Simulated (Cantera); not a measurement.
A Cantera script and its output.

```python
import numpy as np
import cantera as ct

gas = ct.Solution("gri30.yaml")
gas.TPX = 400, 150000, {'CO': 1, 'H2': 1.1, 'CH4': 0.64, 'O2': 1.79, 'N2': 6.74}
flame = ct.FreeFlame(gas, width=0.03)
flame.set_refine_criteria(ratio=3, slope=0.08, curve=0.16)
flame.transport_model = "unity-Lewis-number"
flame.solve(loglevel=0, auto=True)
z, T = flame.grid, flame.T
thick = (T[-1] - T[0]) / np.gradient(T, z).max()
show = ['CO', 'H2', 'CH4', 'H2O', 'OH', 'CH3']
print(f"laminar burning velocity  {flame.velocity[0] * 100:.3f} cm/s")
print(f"burnt temperature         {T[-1]:.1f} K")
print(f"thermal thickness         {thick * 1e3:.4f} mm")
print(f"grid points               {len(z)}")
z0 = z[flame.heat_release_rate.argmax()]
print(f"{'z/mm':>9s}{'T/K':>9s}{'u/(m/s)':>9s}" + "".join(f"{s:>11s}" for s in show))
rows = []
for k in (-3, -2, -1.5, -1, -0.5, -0.25, 0, 0.25, 0.5, 1, 2, 4, 8):
    zz = z0 + k * thick
    rows.append([k * thick, np.interp(zz, z, T), np.interp(zz, z, flame.velocity),
                 *(np.interp(zz, z, flame.X[gas.species_index(s)]) for s in show)])
    print(f"{rows[-1][0] * 1e3:9.3f}{rows[-1][1]:9.1f}{rows[-1][2]:9.3f}" + "".join(f"{x:11.3e}" for x in rows[-1][3:]))
```

Result:

```
laminar burning velocity  84.179 cm/s
burnt temperature         2280.6 K
thermal thickness         0.2199 mm
grid points               135
     z/mm      T/K  u/(m/s)         CO         H2        CH4        H2O         OH        CH3
   -0.660    400.1    0.842  8.873e-02  9.760e-02  5.678e-02  9.909e-06  1.450e-13  5.640e-10
   -0.440    401.6    0.845  8.874e-02  9.756e-02  5.674e-02  1.447e-04  2.527e-11  8.663e-09
   -0.330    408.9    0.860  8.881e-02  9.736e-02  5.650e-02  8.258e-04  9.211e-10  5.913e-08
   -0.220    466.6    0.981  8.931e-02  9.574e-02  5.458e-02  6.234e-03  8.159e-08  1.132e-06
   -0.110    842.4    1.764  9.279e-02  8.457e-02  4.131e-02  4.366e-02  1.492e-05  9.933e-05
   -0.055   1259.4    2.626  9.709e-02  7.064e-02  2.437e-02  9.023e-02  2.547e-04  8.000e-04
    0.000   1679.0    3.497  9.946e-02  5.125e-02  5.704e-03  1.423e-01  2.697e-03  1.266e-03
    0.055   1861.2    3.867  9.182e-02  3.655e-02  3.593e-04  1.636e-01  7.101e-03  1.672e-04
    0.110   1927.5    3.989  8.343e-02  3.383e-02  1.314e-05  1.664e-01  8.646e-03  7.815e-06
    0.220   2004.6    4.125  7.641e-02  3.462e-02  2.649e-08  1.682e-01  8.631e-03  2.080e-08
    0.440   2088.0    4.268  7.373e-02  3.386e-02  2.154e-12  1.733e-01  7.658e-03  2.421e-12
    0.880   2164.6    4.397  7.253e-02  3.214e-02  4.838e-14  1.795e-01  6.056e-03  1.578e-13
    1.759   2221.1    4.491  7.158e-02  3.084e-02  4.644e-14  1.843e-01  4.277e-03  1.148e-13
```

Detailed kinetics in Cantera: GRI-Mech 3.0 (53 species, 325 reactions). Unity Lewis numbers drop preferential diffusion, which matters most where H2 and H carry the flame. Burning velocities carry a grid error of a few per cent, more on coarse grids.
